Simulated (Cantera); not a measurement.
Gas mixture: 100 % CH₄, at 1100 Pa, frozen composition.

Cantera's kinetic-theory transport with the Lennard-Jones parameters of GRI-Mech 3.0, ideal gas; thermal conductivity in the mixture-averaged form. The composition is frozen, though it would react at the higher temperatures.

D: mixture-averaged diffusion coefficient of that species in the mixture.

```tsv
T (K)	ρ (kg/m³)	cp (J/kg/K)	μ (µPa s)	λ (mW/m/K)	Pr	D (cm²/s) CH₃	D (cm²/s) N₂	D (cm²/s) CH₄
400	0.00531	2526	14.4	50.7	0.720	35.7	(withheld)	0.000
550	0.00386	3093	18.3	78.5	0.722	62.4	(withheld)	0.000
700	0.00303	3656	21.7	109	0.726	94.5	(withheld)	0.000
850	0.00250	4143	24.8	141	0.726	131	(withheld)	0.000
1000	0.00212	4589	27.7	174	0.731	173	(withheld)	0.000
1150	0.00185	4962	30.3	206	0.732	219	(withheld)	0.000
1300	0.00163	5281	32.9	237	0.732	268	(withheld)	0.000
1450	0.00146	5554	35.3	268	0.732	322	(withheld)	0.000
```

### Question
What belongs in the gaps?

### Answer

- 400, D (cm²/s) N₂: 34.4
- 550, D (cm²/s) N₂: 59.6
- 700, D (cm²/s) N₂: 89.9
- 850, D (cm²/s) N₂: 125
- 1000, D (cm²/s) N₂: 164
- 1150, D (cm²/s) N₂: 207
- 1300, D (cm²/s) N₂: 254
- 1450, D (cm²/s) N₂: 304
